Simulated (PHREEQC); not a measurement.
Solution (90 °C): 0.04 mol/kgw HF, 0.0013 mol/kgw H2SiF6, 0.026 mol/kgw HBF4 and 0.00036 mol/kgw HNO3. Closed to the air; pH follows from the charge balance.

Equilibrium calculation in PHREEQC: ion-association model, phreeqc.dat.

```csv
quantity,before,after
pH,1.61,1.86
ionic strength (mol/kgw),0.0295,0.0303
HF (mol/kgw),0.0450,0.0432
SiF6-2 (mol/kgw),0.00120,0.00126
H3BO3 (mol/kgw),0.000952,0.000643
BF3OH- (mol/kgw),0.000767,0.000808
SI of Quartz (SiO2),-0.81,-1.18
```

Problem. What was changed between the two runs?
(A) H2SiF6 from 0.0013 to 0.00026 mol/kgw
(B) HNO3 from 0.00036 to 0.00072 mol/kgw
(C) 0.013 mol/kgw KOH added
(D) HF replaced by NaF at the same molality
(E) temperature from 90 to 75 °C

Solution. C, 0.013 mol/kgw KOH added

This is a speciation only: nothing precipitates in the calculation. At this temperature some constants are extrapolated from 25 °C, and those without enthalpy data are left unchanged. SiF6-2 is the database's only silicon fluoride. Real BF4- forms and hydrolyses slowly; the run takes it at equilibrium.
